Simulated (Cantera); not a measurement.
A freely propagating, adiabatic, planar premixed flame of 43.8 % H2, 7.54 % O2, 30.2 % N2, 18.4 % H2O, equivalence ratio 2.9, unburnt at 650 K and 1.40 bar; multicomponent+Soret transport, grid criteria slope 0.08 and curve 0.16, no radiation.

Detailed kinetics in Cantera: the H2/O2 subset of GRI-Mech 3.0, which has no nitrogen chemistry. Burning velocities carry a grid error of a few per cent, more on coarse grids.

x: mole fraction of selected species; z is measured from the peak of heat release.

```
z (mm)   T (K)  u (m/s)   x H2     x O2  x H2O       x H    x O      x OH
-------  -----  -------  -----  -------  -----  --------  -----  --------
-0.878     650     5.38  0.438   0.0754  0.184     <1e-8  <1e-8     <1e-8
-0.586     650     5.38  0.438   0.0754  0.184     <1e-8  <1e-8     <1e-8
-0.439     650     5.38  0.438   0.0754  0.184     <1e-8  <1e-8     <1e-8
-0.293     651     5.37  0.436   0.0757  0.185   1.15e-7      ?     <1e-8
-0.146     713     5.71  0.416   0.0764  0.194  0.000212      ?   5.20e-5
-0.0732    909     7.14  0.390   0.0686  0.218   0.00298      ?  0.000282
0         1172     9.13  0.353   0.0475  0.263    0.0131      ?  0.000585
0.0732    1360     10.6  0.316   0.0227  0.312    0.0255      ?   0.00100
0.146     1460     11.3  0.296  0.00830  0.340    0.0311      ?   0.00119
0.293     1541     11.9  0.290  0.00108  0.355    0.0294      ?   0.00121
0.586     1605     12.4  0.294  8.27e-5  0.358    0.0220      ?   0.00106
1.17      1659     12.8  0.299  1.79e-5  0.360    0.0144      ?  0.000799
2.34      1697     13.0  0.303  6.80e-6  0.361   0.00863      ?  0.000527
```

### Question
Fill in the missing entries.

### Answer

- -0.293, x O: 1.62e-8
- -0.146, x O: 1.28e-5
- -0.0732, x O: 0.000123
- 0, x O: 0.000523
- 0.0732, x O: 0.000673
- 0.146, x O: 0.000409
- 0.293, x O: 0.000142
- 0.586, x O: 6.76e-5
- 1.17, x O: 3.13e-5
- 2.34, x O: 1.20e-5
